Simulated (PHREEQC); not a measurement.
Consider water at 18 °C with 0.00018 mol HCl, 2.1e-05 mol ZnSO4 and 0.00022 mol KCl per kg of water. Closed to the air; pH follows from the charge balance.

Equilibrium calculation in PHREEQC: ion-association model, phreeqc.dat.

This is a speciation only: nothing precipitates in the calculation.

Q: Estimate the pH.

A: pH 3.76.

Q: In which forms is S present?

A: SO4-2 98 %, HSO4- 1.3 % of the S.

Complexes and solids missing from the database can't appear.
